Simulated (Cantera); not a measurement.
A perfectly stirred reactor is fed with H2 : O2 : N2 = 0.61 : 1 : 6.7 (molar parts), at 750 Torr; it is held at 1350 K, and followed from long to short residence time.

Computed with Cantera and GRI-Mech 3.0 (53 species, 325 reactions). The temperature is held fixed by assumption; the heat of reaction is taken as removed at once.

Problem. Predict: x(H2) at τ = 7.80 s; x(O2) at τ = 7.80 s; x(H2O2) at τ = 7.80 s; x(OH) at τ = 7.80 s; x(H2O) at τ = 7.80 s; x(H2) at τ = 37.0 ms; x(O2) at τ = 37.0 ms; x(H2O2) at τ = 37.0 ms; x(OH) at τ = 37.0 ms; x(H2O) at τ = 37.0 ms.

Solution. 
- x(H2) at τ = 7.80 s = 6.89e-6
- x(O2) at τ = 7.80 s = 0.0868
- x(H2O2) at τ = 7.80 s = 3.48e-8
- x(OH) at τ = 7.80 s = 6.67e-5
- x(H2O) at τ = 7.80 s = 0.0762
- x(H2) at τ = 37.0 ms = 0.000236
- x(O2) at τ = 37.0 ms = 0.0867
- x(H2O2) at τ = 37.0 ms = 4.79e-7
- x(OH) at τ = 37.0 ms = 0.000387
- x(H2O) at τ = 37.0 ms = 0.0757
